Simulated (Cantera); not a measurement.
**Silicon nitride deposition: SiH4 + NH3**

A closed system holds: 1 mol SiH4, 0.13 mol NH3, held at 1.00 Torr.

Equilibrium computed with Cantera from the NASA thermochemical tables; the gas is ideal and each condensed phase is pure. Candidate condensed phases: Si, Si3N4; 18 gas species. Mutual solubility and eutectic melting of coexisting phases are not modelled. Gases not in the tables: Si2H6 and higher silanes. The numbers say what is thermodynamically allowed, not how fast it happens.

```json
[
 {"T (K)": "973", "x H2": "1.00", "x N2": "3.53e-9", "x H": "2.96e-8", "x Si": "<1e-12", "x SiH": "<1e-12", "n Si(s)": "0.902", "n Si3N4(s)": "0.0325", "n Si(l)": "0"},
 {"T (K)": "1073", "x H2": "1.000", "x N2": "2.59e-7", "x H": "3.84e-7", "x Si": "5.18e-12", "x SiH": "7.04e-12", "n Si(s)": "0.903", "n Si3N4(s)": "0.0325", "n Si(l)": "0"},
 {"T (K)": "1173", "x H2": "1.000", "x N2": "9.07e-6", "x H": "3.23e-6", "x Si": "3.71e-10", "x SiH": "2.43e-10", "n Si(s)": "0.903", "n Si3N4(s)": "0.0325", "n Si(l)": "0"},
 {"T (K)": "1273", "x H2": "1.000", "x N2": "0.000180", "x H": "1.95e-5", "x Si": "1.35e-8", "x SiH": "4.77e-9", "n Si(s)": "0.903", "n Si3N4(s)": "0.0323", "n Si(l)": "0"},
 {"T (K)": "1373", "x H2": "0.998", "x N2": "0.00230", "x H": "9.11e-5", "x Si": "2.91e-7", "x SiH": "6.03e-8", "n Si(s)": "0.910", "n Si3N4(s)": "0.0300", "n Si(l)": "0"},
 {"T (K)": "1473", "x H2": "0.979", "x N2": "0.0207", "x H": "0.000343", "x Si": "4.11e-6", "x SiH": "5.33e-7", "n Si(s)": "0.972", "n Si3N4(s)": "0.00931", "n Si(l)": "0"},
 {"T (K)": "1573", "x H2": "0.970", "x N2": "0.0287", "x H": "0.00110", "x Si": "4.12e-5", "x SiH": "3.57e-6", "n Si(s)": "1.000", "n Si3N4(s)": "0", "n Si(l)": "0"},
 {"T (K)": "1673", "x H2": "0.968", "x N2": "0.0287", "x H": "0.00307", "x Si": "0.000313", "x SiH": "1.90e-5", "n Si(s)": "0.999", "n Si3N4(s)": "0", "n Si(l)": "0"},
 {"T (K)": "1773", "x H2": "0.962", "x N2": "0.0286", "x H": "0.00764", "x Si": "0.00160", "x SiH": "7.06e-5", "n Si(s)": "0", "n Si3N4(s)": "0", "n Si(l)": "0.996"}
]
```
x: gas mole fraction; n: condensed amount in mol.

From 973 K to 1473 K the condensed part is Si(s) + Si3N4(s). From 1573 K to 1673 K the condensed part is Si(s). At 1773 K the condensed part is Si(l).
